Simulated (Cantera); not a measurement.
A perfectly stirred reactor is fed with NH3 : H2 = 1 : 16 (molar parts), at 150 Torr; it is held at 2275 K, and followed from long to short residence time.

Detailed kinetics in Cantera: the gas-phase N/H chemistry of the illustrative SiF4/NH3 mechanism in the Surface Chemkin manual (1991). Walls and surfaces, which speed up NH3 decomposition in real reactors, are not modelled.

What does this change do: H2 16 to 1.7 parts?


```json
[
 {"quantity": "x(NH3) at τ = 0.930 s", "before": "0.000391", "after": "0.00137"},
 {"quantity": "x(H2) at τ = 0.930 s", "before": "0.955", "after": "0.853"},
 {"quantity": "x(H) at τ = 0.930 s", "before": "0.0175", "after": "0.0121"},
 {"quantity": "x(N2H4) at τ = 0.930 s", "before": "6.57e-12", "after": "4.90e-11"},
 {"quantity": "x(N2) at τ = 0.930 s", "before": "0.0273", "after": "0.134"},
 {"quantity": "x(NH3) at τ = 18.0 ms", "before": "0.0255", "after": "0.149"},
 {"quantity": "x(H2) at τ = 18.0 ms", "before": "0.955", "after": "0.768"},
 {"quantity": "x(H) at τ = 18.0 ms", "before": "0.00409", "after": "0.00181"},
 {"quantity": "x(N2H4) at τ = 18.0 ms", "before": "1.56e-9", "after": "1.60e-8"},
 {"quantity": "x(N2) at τ = 18.0 ms", "before": "0.0155", "after": "0.0802"}
]
```

What does this change do: NH3 1 to 1.8 parts?


```csv
quantity,before,after
x(NH3) at τ = 0.930 s,0.000391,0.000532
x(H2) at τ = 0.930 s,0.955,0.938
x(H) at τ = 0.930 s,0.0175,0.0166
x(N2H4) at τ = 0.930 s,6.57e-12,1.15e-11
x(N2) at τ = 0.930 s,0.0273,0.0453
x(NH3) at τ = 18.0 ms,0.0255,0.0445
x(H2) at τ = 18.0 ms,0.955,0.926
x(H) at τ = 18.0 ms,0.00409,0.00327
x(N2H4) at τ = 18.0 ms,1.56e-9,3.20e-9
x(N2) at τ = 18.0 ms,0.0155,0.0254
```

What does this change do: pressure from 150 Torr to 760 Torr?


```tsv
quantity	before	after
x(NH3) at τ = 0.930 s	0.000391	0.000666
x(H2) at τ = 0.930 s	0.955	0.964
x(H) at τ = 0.930 s	0.0175	0.00825
x(N2H4) at τ = 0.930 s	6.57e-12	2.14e-11
x(N2) at τ = 0.930 s	0.0273	0.0273
x(NH3) at τ = 18.0 ms	0.0255	0.00836
x(H2) at τ = 18.0 ms	0.955	0.962
x(H) at τ = 18.0 ms	0.00409	0.00567
x(N2H4) at τ = 18.0 ms	1.56e-9	1.60e-9
x(N2) at τ = 18.0 ms	0.0155	0.0237
```
